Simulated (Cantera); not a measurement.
Standard-state values (1 bar) from the NASA 1993 polynomials, evaluated with Cantera. Values are per mole of reaction as written; species without (g) are pure solids or liquids, kept so even where they would boil at 1 bar. TaC: taken at fixed stoichiometry.

5 N2O(g) + 2 TaC ⇌ 2 C + 5 N2(g) + Ta2O5

```
T (K)  ΔH° (kJ)  ΔS° (J/K)  ΔG° (kJ)  log10 K
-----  --------  ---------  --------  -------
300     -2165.8      -71.9   -2144.2   373.33
923         ___        ___       ___      ___
1073    -2154.5      -51.1   -2099.6   102.21
1223    -2152.9      -49.8   -2092.1    89.35
1373    -2151.5      -48.6   -2084.7    79.31
1523    -2150.2      -47.7   -2077.5    71.25
1673    -2149.1      -47.0   -2070.4    64.64
1823    -2148.1      -46.5   -2063.4    59.12
1973        ___        ___       ___      ___
```

Task: Some entries are withheld; supply them.

Result: 
- 923, ΔH° (kJ): -2156.1
- 923, ΔS° (J/K): -52.8
- 923, ΔG° (kJ): -2107.4
- 923, log10 K: 119.26
- 1973, ΔH° (kJ): -2147.3
- 1973, ΔS° (J/K): -46.1
- 1973, ΔG° (kJ): -2056.4
- 1973, log10 K: 54.44
